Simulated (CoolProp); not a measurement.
Saturation properties of normal hydrogen (Tc = 33.1 K, pc = 1.296 MPa, ω = -0.219).

Computed with CoolProp (reference Helmholtz-energy equation of state, Leachman 2009).

```tsv
T (K)	p (MPa)	liquid density (kg/m³)	vapour density (kg/m³)	enthalpy of vaporisation (kJ/kg)	liquid cp (kJ/(kg K))
20.6	0.1084	70.58	1.416	447.6	9.903
21.4	0.1357	69.64	1.736	443.2	10.38
22.3	0.1719	68.51	2.157	437.0	10.98
23.1	0.2094	67.46	2.591	430.3	11.57
23.9	0.2523	66.34	3.089	422.3	12.23
24.8	0.3076	65.01	3.736	411.8	13.09
25.6	0.3635	63.74	4.400	400.8	13.98
26.4	0.4262	62.39	5.161	388.2	15.04
27.3	0.5053	60.74	6.155	371.6	16.52
28.1	0.5838	59.13	7.187	354.5	18.21
28.9	0.6706	57.36	8.394	334.5	20.47
29.8	0.7787	55.09	10.03	307.6	24.19
30.6	0.8848	52.74	11.83	278.5	29.58
31.4	1.001	49.86	14.15	241.7	39.86
32.3	1.145	45.33	18.02	182.5	75.85
```

It boils at 20.4 K under 1 atm.
